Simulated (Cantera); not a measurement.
Charge: 1 mol SiH₂Cl₂, 2.3 mol HCl, 140 mol H₂, 0.17 mol Cl₂, at 1 atm.

Cantera equilibrium calculation (NASA polynomials, part measured and part estimated; ideal gas, pure solids and liquids). Candidate condensed phases: Si; 19 gas species. The tables' values for SiCl₃ are old estimates; treat these amounts as uncertain. Equilibrium is a limit: real reactors are often held back by kinetics, nucleation or transport.

log p: log10 of the partial pressure in bar; n: condensed amount in mol.

```tsv
T (K)	log p H₂	log p HCl	log p SiCl₄	log p SiHCl₃	log p SiCl₂	n Si(s)
850	0.00	-2.21	-2.26	-2.82	-7.03	0
950	0.00	-2.13	-2.37	-2.58	-5.38	0
1050	0.00	-2.04	-2.52	-2.47	-4.14	0
1150	0.00	[?]	[?]	[?]	[?]	[?]
1250	0.00	-1.70	-3.03	-2.79	-2.99	0.383
1350	-0.01	-1.61	[?]	[?]	[?]	[?]
1450	-0.01	-1.58	-4.16	-3.66	-2.66	0.600
1550	-0.01	-1.57	-4.78	-4.12	-2.61	0.611
```

Task: Complete the blanks.

Result: 
- 1350, log p SiCl₄: -3.55
- 1350, log p SiHCl₃: -3.19
- 1350, log p SiCl₂: -2.76
- 1350, n Si(s): 0.541
- 1150, log p HCl: -1.87
- 1150, log p SiCl₄: -2.71
- 1150, log p SiHCl₃: -2.54
- 1150, log p SiCl₂: -3.39
- 1150, n Si(s): 0.139
